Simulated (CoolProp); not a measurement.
Properties of p-xylene along the isotherm 590.3 K (Tc = 616.2 K, pc = 3.532 MPa, ω = 0.324).

The numbers come from the reference Helmholtz-energy equation of state, Zhou 2012 in CoolProp.

```tsv
p (MPa)	phase	cp (kJ/(kg K))	cv (kJ/(kg K))	viscosity (µPa s)	conductivity (mW/(m K))
0.589	gas	2.228	2.117	12.6	40.8
1.18	gas	2.321	2.150	12.9	41.4
1.77	gas	2.502	2.196	13.3	42.8
2.35	gas	3.066	2.282	14.0	47.0
2.94	liquid	3.336	2.260	68.8	77.8
3.53	liquid	3.162	2.247	71.3	78.5
4.12	liquid	3.059	2.239	73.3	79.2
4.71	liquid	2.989	2.233	75.1	79.8
5.3	liquid	2.937	2.228	76.8	80.4
```

Viscosity comes from a separate model (Balogun 2015). Thermal conductivity comes from a separate model (Mylona 2014).
